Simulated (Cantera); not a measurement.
**Stirred combustor or abatement burner**

A perfectly stirred reactor is fed with 9.12 % CH4, 0.520 % C2H6, 0.493 % C3H8, 17.3 % O2, 65.1 % N2, 7.39 % CO2, at 7500 Torr; it is adiabatic with a 423 K inlet, and is followed from long to short residence time, starting on the burning branch (τ in s: 0.055, 0.026, 0.012, 0.0059, 0.0028, 0.0013, 0.00063, 0.0003, 0.00014, 6.7e-05, 3.2e-05, 1.5e-05, 7.2e-06).

Cantera simulation using GRI-Mech 3.0 (53 species, 325 reactions); the numbers are that mechanism's predictions, not measurements.

| τ (s) | T (K) | x CH4 | x C2H6 | x C3H8 | x CH3 | x H2O |
|---|---|---|---|---|---|---|
| 0.055 | 1992 | 0.000408 | 1.87e-7 | 4.47e-8 | 3.19e-5 | 0.179 |
| 0.026 | 1992 | 0.000684 | 5.07e-7 | 9.31e-8 | 5.71e-5 | 0.179 |
| 0.012 | 1991 | 0.00107 | 1.34e-6 | 1.98e-7 | 9.80e-5 | 0.179 |
| 0.0059 | 1987 | 0.00149 | 3.07e-6 | 3.98e-7 | 0.000152 | 0.179 |
| 0.0028 | 1978 | 0.00201 | 6.94e-6 | 8.36e-7 | 0.000229 | 0.178 |
| 0.0013 | 1961 | 0.00267 | 1.59e-5 | 1.85e-6 | 0.000337 | 0.177 |
| 0.00063 | 1928 | 0.00365 | 3.75e-5 | 4.24e-6 | 0.000471 | 0.174 |
| 0.00030 | 1841 | 0.00639 | 0.000134 | 1.43e-5 | 0.000639 | 0.167 |
| 0.00014 | 423 | 0.0912 | 0.00520 | 0.00493 | <1e-12 | <1e-12 |
| 6.7e-5 | 423 | 0.0912 | 0.00520 | 0.00493 | <1e-12 | <1e-12 |
| 3.2e-5 | 423 | 0.0912 | 0.00520 | 0.00493 | <1e-12 | <1e-12 |
| 1.5e-5 | 423 | 0.0912 | 0.00520 | 0.00493 | <1e-12 | <1e-12 |
| 7.2e-6 | 423 | 0.0912 | 0.00520 | 0.00493 | <1e-12 | <1e-12 |
x: mole fraction; the columns are a selection and need not sum to one.
